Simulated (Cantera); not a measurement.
# Stirred combustor or abatement burner

A perfectly stirred reactor is fed with CH4 : C2H6 : C3H8 : O2 : N2 = 1 : 1.1 : 0.036 : 5.48 : 20.6 (molar parts), equivalence ratio 1.1, at 20.0 bar; it is adiabatic with a 775 K inlet, and is followed from long to short residence time, starting on the burning branch (τ in s: 0.17, 0.083, 0.04, 0.02, 0.0096, 0.0047, 0.0023, 0.0011, 0.00054, 0.00027, 0.00013, 6.3e-05, 3.1e-05).

Detailed kinetics in Cantera: GRI-Mech 3.0 (53 species, 325 reactions). The pressure lies above the range GRI-Mech 3.0 was tuned for (to about 10 atm).

```csv
τ (s),T (K),x CH4,x C2H6,x C3H8,x N2O,x HCN,x H2O,x H2O2
0.17,2577,1.03e-7,3.48e-9,1.60e-10,3.96e-7,5.74e-8,0.172,2.00e-7
0.083,2576,2.09e-7,7.12e-9,3.28e-10,3.97e-7,1.09e-7,0.172,2.01e-7
0.040,2576,4.30e-7,1.48e-8,6.79e-10,3.99e-7,2.15e-7,0.172,2.03e-7
0.020,2576,8.46e-7,2.95e-8,1.35e-9,4.02e-7,4.09e-7,0.172,2.07e-7
0.0096,2575,1.70e-6,6.11e-8,2.79e-9,4.09e-7,7.88e-7,0.172,2.15e-7
0.0047,2574,3.27e-6,1.24e-7,5.60e-9,4.20e-7,1.42e-6,0.172,2.29e-7
0.0023,2570,6.05e-6,2.51e-7,1.11e-8,4.40e-7,2.40e-6,0.172,2.54e-7
0.0011,2564,1.08e-5,5.16e-7,2.22e-8,4.70e-7,3.83e-6,0.171,2.98e-7
0.00054,2554,1.81e-5,1.03e-6,4.25e-8,5.09e-7,5.62e-6,0.171,3.63e-7
0.00027,2539,2.90e-5,2.01e-6,7.86e-8,5.53e-7,7.78e-6,0.170,4.56e-7
0.00013,2516,4.71e-5,4.06e-6,1.48e-7,5.99e-7,1.05e-5,0.168,5.89e-7
6.3e-5,2485,7.74e-5,8.16e-6,2.75e-7,6.33e-7,1.37e-5,0.166,7.67e-7
3.1e-5,2446,0.000132,1.63e-5,5.08e-7,6.48e-7,1.74e-5,0.164,1.00e-6
```
x: mole fraction; the columns are a selection and need not sum to one.
